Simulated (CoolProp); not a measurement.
A simple Rankine cycle with isobutene: condensing at 323.15 K, boiler at 3.47 MPa, turbine inlet 549 K, turbine efficiency 0.85, pump efficiency 0.7, no recuperator. Each further row changes one setting.

Values from CoolProp's reference Helmholtz-energy equation of state, Lemmon 2005. It is a short technical equation, of lower accuracy than the large ones.

```
case                             thermal efficiency (%)  net work (kJ/kg)  heat in (kJ/kg)  turbine exit temperature (K)  volume ratio over the turbine
-------------------------------  ----------------------  ----------------  ---------------  ----------------------------  -----------------------------
as stated                                          12.5                 ?              782                         492.7                           5.63
condensing temperature 315.15 K                       ?               110                ?                         486.8                              ?
boiler pressure 2.43 MPa                           10.2                 ?                ?                             ?                           3.89
turbine efficiency 0.75                            10.9              85.3              782                             ?                           5.69
```

Q: Complete the blanks.

A: 
- as stated, net work (kJ/kg): 97.7
- condensing temperature 315.15 K, thermal efficiency (%): 13.7
- condensing temperature 315.15 K, heat in (kJ/kg): 802
- condensing temperature 315.15 K, volume ratio over the turbine: 6.88
- boiler pressure 2.43 MPa, net work (kJ/kg): 81.6
- boiler pressure 2.43 MPa, heat in (kJ/kg): 797
- boiler pressure 2.43 MPa, turbine exit temperature (K): 505.7
- turbine efficiency 0.75, turbine exit temperature (K): 498.0
